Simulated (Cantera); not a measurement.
Feed: 1 mol SiC, 0.0067 mol H2O, 240 mol H2, equilibrated at 75.0 Torr.

Method: chemical equilibrium by Gibbs-energy minimisation in Cantera with the NASA 1993 tables (ideal gas, pure condensed phases). Candidate condensed phases: C, C6H6, C7H8, C8H18, H2O, Si, SiC, SiO2; 123 gas species. Rates play no part. All values below are at 1798 K.

Base state: H2 0.999, H 0.00111, CO 1.75e-5, SiO 1.04e-5 (mole fractions); condensed: SiC(s).

Q: What changes in the equilibrium state with this change: SiC replaced by Si3N4?

A: 
```tsv
species	before	after
H2	0.999	0.991
N2	0	0.00826
H	0.00111	0.00111
Si	7.65e-6	3.08e-5
CO	1.75e-5	0
SiH	2.77e-6	1.11e-5
SiH2	7.31e-6	2.92e-5
SiO	1.04e-5	2.77e-5
SiC(s), mol	0.993	0
Si(l), mol	0	2.98
```
Gases not in the tables: Si2H6 and higher silanes. Further candidate phases: Si2N2O, Si3N4.
